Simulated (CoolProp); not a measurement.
A closed Brayton cycle with carbon dioxide: compressor inlet 308.15 K and 7.8 MPa, high pressure 23 MPa, turbine inlet 660 K, compressor efficiency 0.85, turbine efficiency 0.85, recuperator effectiveness 0.9 (on enthalpy, no pinch check). Each further row changes one setting.

Model: reference Helmholtz-energy equation of state, Span 1996, in CoolProp.

| case | thermal efficiency (%) | net work (kJ/kg) | compressor to turbine work | compressor exit (K) | turbine exit (K) |
|---|---|---|---|---|---|
| as stated | 27.1 | 62.1 | 0.39 | 375.6 | 551.8 |
| turbine inlet 610 K | 24.3 | 52.0 | 0.43 | 375.6 | 505.5 |
| compressor inlet 318.15 K | 24.0 | 48.2 | 0.53 | 406.3 | 551.8 |
| high pressure 19.6 MPa | 26.4 | 56.2 | 0.36 | 365.4 | 567.6 |
| recuperator effectiveness 0.5 | 20.0 | 62.1 | 0.39 | 375.6 | 551.8 |
